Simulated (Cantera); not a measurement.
A perfectly stirred reactor is fed with CH3OH : O2 : N2 = 0.016 : 0.022 : 1 (molar parts), equivalence ratio 1.1, at 0.987 atm; it is held at 1275 K, and followed from long to short residence time.

Model: GRI-Mech 3.0 (53 species, 325 reactions), integrated in Cantera. GRI-Mech 3.0 was tuned for natural gas; its chemistry of methanol as a main component is partial and can be far from experiment. The temperature is held fixed by assumption; the heat of reaction is taken as removed at once.

What does this change do: temperature 1275 to 900 K?


```
quantity                   before   after
-----------------------  --------  ------
x(CH3OH) at τ = 0.470 s   1.26e-6  0.0154
x(O2) at τ = 0.470 s     0.000103  0.0212
x(HCO) at τ = 0.470 s     1.59e-8  <1e-12
x(H) at τ = 0.470 s      0.000231  <1e-12
x(C2H) at τ = 0.470 s      <1e-12  <1e-12
x(CH3OH) at τ = 31.0 ms   7.98e-6  0.0154
x(O2) at τ = 31.0 ms     0.000692  0.0212
x(HCO) at τ = 31.0 ms     1.86e-7  <1e-12
x(H) at τ = 31.0 ms      0.000528  <1e-12
x(C2H) at τ = 31.0 ms    1.54e-12  <1e-12
```

What does this change do: N2 1 to 3.3 parts?


```tsv
quantity	before	after
x(CH3OH) at τ = 0.470 s	1.26e-6	6.10e-7
x(O2) at τ = 0.470 s	0.000103	7.50e-5
x(HCO) at τ = 0.470 s	1.59e-8	5.54e-9
x(H) at τ = 0.470 s	0.000231	0.000147
x(C2H) at τ = 0.470 s	<1e-12	<1e-12
x(CH3OH) at τ = 31.0 ms	7.98e-6	3.63e-6
x(O2) at τ = 31.0 ms	0.000692	0.000438
x(HCO) at τ = 31.0 ms	1.86e-7	6.87e-8
x(H) at τ = 31.0 ms	0.000528	0.000358
x(C2H) at τ = 31.0 ms	1.54e-12	<1e-12
```
